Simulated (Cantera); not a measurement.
Cantera with NASA thermochemical tables; ideal gases at 1 bar, condensed phases pure. Values are per mole of reaction as written; species without (g) are pure solids or liquids, kept so even where they would boil at 1 bar.

Q: Between 823 and 2223 K, where is each reaction favourable under standard conditions?
- 3 PbF2 + 2 NH3(g) → 3 Pb(g) + 2 NF3(g) + 6 H(g)

A: 
- 3 PbF2 + 2 NH3(g) → 3 Pb(g) + 2 NF3(g) + 6 H(g): ΔG° is 2926 kJ at 823 K and 1680 kJ at 2223 K; it stays positive (K < 1). ΔH° is 3553 kJ and ΔS° 843 J/K at 2223 K.
